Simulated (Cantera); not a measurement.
SiCl4 + CH4 + H2 + HCl (silicon carbide growth)

Input: 1 mol SiCl4, 1.5 mol CH4, 430 mol H2, 0.085 mol HCl, equilibrated at 1100 K.

Equilibrium computed with Cantera from the NASA thermochemical tables; the gas is ideal and each condensed phase is pure. Candidate condensed phases: C, C6H6, C7H8, C8H18, Si, SiC; 109 gas species. Kinetics and transport are ignored.

```tsv
P (Pa)	x H2	x HCl	x CH4	x SiHCl3	x SiCl4	n C(graphite)	n SiC(s)
100	0.991	0.00939	3.52e-5	2.30e-9	1.48e-9	0.485	1.000
220	0.991	0.00939	7.75e-5	5.06e-9	3.25e-9	0.466	1.000
460	0.990	0.00939	0.000162	1.06e-8	6.80e-9	0.430	1.000
1000	0.990	0.00939	0.000352	2.30e-8	1.48e-8	0.347	1.000
2200	0.990	0.00940	0.000774	5.07e-8	3.26e-8	0.164	1.000
4600	0.989	0.00940	0.00115	1.49e-7	9.60e-8	0	1.000
10000	0.989	0.00939	0.00115	7.03e-7	4.53e-7	0	0.999
22000	0.989	0.00938	0.00116	3.37e-6	2.16e-6	0	0.997
46000	0.989	0.00931	0.00118	1.41e-5	9.02e-6	0	0.987
100000	0.990	0.00905	0.00126	5.73e-5	3.55e-5	0	0.951
```
x: gas mole fraction; n: condensed amount in mol.

From 1.00 mbar to 22.0 mbar the condensed part is C(graphite) + SiC(s). From 46.0 mbar to 1.00 bar the condensed part is SiC(s). The main Si-bearing gas is SiCl2 at 1.00 mbar and SiHCl3 at 1.00 bar.
